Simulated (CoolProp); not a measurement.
n-perfluorohexane along the isobar 8180 kPa: fugacity coefficient from the reference equation and from simpler models built on Tc = 448.0 K, pc = 1742 kPa, ω = 0.497; each cubic takes its own stable root.

Model: reference Helmholtz-energy equation of state, Gao 2022, in CoolProp.

```csv
T (K),phase,reference,van der Waals,Redlich-Kwong,Soave-Redlich-Kwong
246.2,liquid,0.0004087,0.03706,0.003906,0.0004662
260.8,liquid,0.001044,0.04879,0.007247,0.001169
275.3,liquid,0.002337,0.06224,0.01230,0.002585
289.9,liquid,0.004729,0.07751,0.01954,0.005197
304.4,liquid,0.008716,0.09430,0.02920,0.009552
319,liquid,0.01495,0.1127,0.04164,0.01639
333.5,liquid,0.02396,0.1324,0.05684,0.02634
348.1,liquid,0.03645,0.1534,0.07503,0.04021
362.7,liquid,0.05281,0.1755,0.09605,0.05854
377.2,liquid,0.07322,0.1984,0.1196,0.08159
391.8,liquid,0.09807,0.2221,0.1456,0.1099
406.3,liquid,0.1270,0.2464,0.1736,0.1430
420.9,liquid,0.1601,0.2712,0.2036,0.1811
435.4,liquid,0.1965,0.2962,0.2348,0.2233
450,supercritical,0.2361,0.3216,0.2673,0.2693
```
